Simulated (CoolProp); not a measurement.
A closed Brayton cycle with carbon dioxide: compressor inlet 313.15 K and 9.2 MPa, high pressure 30.4 MPa, turbine inlet 690 K, compressor efficiency 0.89, turbine efficiency 0.9, recuperator effectiveness 0.8 (on enthalpy, no pinch check). Each further row changes one setting.

Computed with CoolProp (reference Helmholtz-energy equation of state, Span 1996).

| case | thermal efficiency (%) | net work (kJ/kg) | compressor to turbine work | compressor exit (K) | turbine exit (K) |
|---|---|---|---|---|---|
| as stated | 29.3 | 87.0 | 0.30 | 363.0 | 560.8 |
| turbine inlet 640 K | ___ | 75.1 | 0.33 | 363.0 | 515.6 |
| compressor inlet 323.15 K | 27.1 | 69.5 | 0.44 | 410.0 | 560.8 |
| high pressure 25.8 MPa | ___ | 79.2 | 0.27 | 355.5 | ___ |
| recuperator effectiveness 0.5 | 23.6 | 87.0 | 0.30 | 363.0 | 560.8 |

### Question
Complete the blanks.

### Answer

- turbine inlet 640 K, thermal efficiency (%): 27.3
- high pressure 25.8 MPa, thermal efficiency (%): 27.9
- high pressure 25.8 MPa, turbine exit (K): 578.1
